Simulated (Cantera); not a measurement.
Input (Python, Cantera) and output of one run.

```python
import numpy as np
import cantera as ct

gas_names = [...]  # 151 gases of nasa_gas.yaml made of C, H, N, O, Si
cond_names = """
    C(gr) C6H6(L) C7H8(L) C8H18(L),n-octa H2O(s) H2O(L) Si(cr) Si(L) SiC(b) SiO2(Lqz) SiO2(hqz) SiO2(L)
    Si2N2O(s) Si3N4(a)
""".split()


# ... load() reads the species with a 1 bar reference pressure and builds the phases ...
atoms = {
    'Si3N4': {'Si': 3, 'N': 4},
    'N2O': {'N': 2, 'O': 1},
    'H2': {'H': 2},
    'CO2': {'C': 1, 'O': 2},
}
top_T = {'C(gr)': 4500, 'SiC(b)': 3050, 'Si2N2O(s)': 2100, 'Si3N4(a)': 2400}  # K; cautious upper limits of use, not melting points


# ... equilibrate(T, P, feed) seeds the gas with the atoms and calls Mixture.equilibrate('TP', solver="vcs", rtol=1e-11, max_steps=5000) ...
results = []
T = 2100  # K
P = 13332.2  # Pa
for m in [8.3, 12, 17, 24, 35, 50, 72, 100, 150, 210, 310]:
    feed = {'Si3N4': 1, 'N2O': 0.099, 'H2': m, 'CO2': 0.31}  # mol
    mix = equilibrate(T, P, feed)
    results.append((T, P, feed, dict(zip(mix.species_names, mix.species_moles))))

top = {s: max(r[3][s] / sum(r[3][g] for g in gas_names) for r in results) for s in gas_names}
cols = sorted((s for s in top if top[s] > 0.0001), key=lambda s: -top[s])[:6]
seen = [c for c in cond_names if any(r[3].get(c, 0) > 1e-12 for r in results)]
print("log10 of partial pressures in bar; condensed amounts in mol")
print(f"{'n(H2)':>10s}" + "".join(f"{s[:9]:>10s}" for s in cols + seen))
for T, P, feed, n in results:
    ng = sum(n[g] for g in gas_names)
    print(f"{feed['H2']:10.4g}" + "".join(f"{np.log10(max(n[s] / ng * P / 1e5, 1e-99)):10.3f}" for s in cols)
          + "".join(f"{n.get(c, 0):10.4g}" for c in seen))
```

Output:

```
log10 of partial pressures in bar; condensed amounts in mol
     n(H2)        H2        N2       SiO        CO         H        Si     Si(L)    SiC(b)
       8.3    -1.007    -1.602    -2.249    -2.530    -3.010    -3.875     2.456   0.05486
        12    -0.971    -1.727    -2.374    -2.655    -2.992    -3.875     2.452   0.05312
        17    -0.946    -1.854    -2.501    -2.782    -2.980    -3.875     2.446   0.05111
        24    -0.928    -1.985    -2.632    -2.913    -2.970    -3.875     2.438   0.04867
        35    -0.913    -2.135    -2.781    -3.062    -2.963    -3.875     2.424   0.04536
        50    -0.903    -2.280    -2.926    -3.207    -2.958    -3.875     2.405   0.04144
        72    -0.896    -2.432    -3.078    -3.359    -2.955    -3.875     2.377   0.03642
       100    -0.892    -2.570    -3.216    -3.497    -2.952    -3.875      2.34   0.03076
       150    -0.888    -2.743    -3.388    -3.669    -2.950    -3.875     2.273   0.02183
       210    -0.885    -2.888    -3.532    -3.813    -2.949    -3.875     2.191   0.01229
       310    -0.883    -3.056    -3.698    -3.982    -2.948    -3.875     2.051         0
```

Cantera equilibrium calculation (NASA polynomials, part measured and part estimated; ideal gas, pure solids and liquids). Mutual solubility and eutectic melting of coexisting phases are not modelled. The tables' values for SiN are old estimates; treat these amounts as uncertain. Gases not in the tables: Si2H6 and higher silanes.
